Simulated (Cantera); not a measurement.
Source: NASA polynomial tables (part measured, part estimated), evaluated in Cantera. Values are per mole of reaction as written; species without (g) are pure solids or liquids, kept so even where they would boil at 1 bar.

Problem. Between 1448 and 1898 K, where is each reaction favourable under standard conditions?
- 5 VO2(g) = V + 2 V2O5

Solution. 
- 5 VO2(g) = V + 2 V2O5: ΔG° is -619 kJ at 1448 K and -299 kJ at 1898 K; it stays negative (K > 1). ΔH° is -1618 kJ and ΔS° -695 J/K at 1898 K.
